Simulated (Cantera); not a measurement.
## Adiabatic ignition

An adiabatic, constant-pressure homogeneous reactor starts with H2 : O2 : N2 : NO = 1 : 0.217 : 0.817 : 0.0021 (molar parts), at 1675 K and 4.10 bar.

Detailed kinetics in Cantera: GRI-Mech 3.0 (53 species, 325 reactions). The hydrogen kinetics of GRI-Mech 3.0 are dated; newer H2 mechanisms differ, most at raised pressure.

| t (s) | T (K) | x H2 | x O2 | x NO | x H2O2 | x H | x N2 | x HO2 |
|---|---|---|---|---|---|---|---|---|
| 4.00e-6 | 2358 | 0.253 | 0.00138 | 0.00109 | 3.53e-7 | 0.105 | 0.420 | 2.76e-6 |
| 1.05e-5 | 2723 | 0.279 | 0.000481 | 0.00113 | 1.60e-7 | 0.0573 | 0.433 | 1.05e-6 |
| 2.76e-5 | 2889 | 0.291 | 0.000195 | 0.00113 | 9.88e-8 | 0.0357 | 0.439 | 4.35e-7 |
| 7.26e-5 | 2914 | 0.293 | 0.000162 | 0.00107 | 8.79e-8 | 0.0325 | 0.440 | 3.56e-7 |
| 0.000191 | 2915 | 0.293 | 0.000162 | 0.000979 | 8.81e-8 | 0.0325 | 0.440 | 3.57e-7 |
| 0.000502 | 2915 | 0.293 | 0.000163 | 0.000908 | 8.83e-8 | 0.0325 | 0.440 | 3.58e-7 |
| 0.00132 | 2915 | 0.293 | 0.000163 | 0.000896 | 8.84e-8 | 0.0325 | 0.440 | 3.58e-7 |
| 0.00346 | 2915 | 0.293 | 0.000163 | 0.000896 | 8.84e-8 | 0.0325 | 0.440 | 3.58e-7 |
| 0.00910 | 2915 | 0.293 | 0.000163 | 0.000896 | 8.84e-8 | 0.0325 | 0.440 | 3.58e-7 |
| 0.0239 | 2915 | 0.293 | 0.000163 | 0.000896 | 8.84e-8 | 0.0325 | 0.440 | 3.58e-7 |
| 0.0629 | 2915 | 0.293 | 0.000163 | 0.000896 | 8.84e-8 | 0.0325 | 0.440 | 3.58e-7 |
| 0.165 | 2915 | 0.293 | 0.000163 | 0.000896 | 8.84e-8 | 0.0325 | 0.440 | 3.58e-7 |
| 0.434 | 2915 | 0.293 | 0.000163 | 0.000896 | 8.84e-8 | 0.0325 | 0.440 | 3.58e-7 |
| 1.14 | 2915 | 0.293 | 0.000163 | 0.000896 | 8.84e-8 | 0.0325 | 0.440 | 3.58e-7 |
| 3.00 | 2915 | 0.293 | 0.000163 | 0.000896 | 8.84e-8 | 0.0325 | 0.440 | 3.58e-7 |
x: mole fraction; the columns are a selection and need not sum to one.

| Item | Result |
|---|---|
| time of steepest temperature rise | 2.18 µs |
| temperature at 3.00 s | 2915 K |
| equilibrium temperature | 2915 K |
| x(H2) at 3.00 s | 0.293 (gas-phase equilibrium 0.293) |
| x(O2) at 3.00 s | 0.000163 (gas-phase equilibrium 0.000163) |
| x(NO) at 3.00 s | 0.000896 (gas-phase equilibrium 0.000896) |
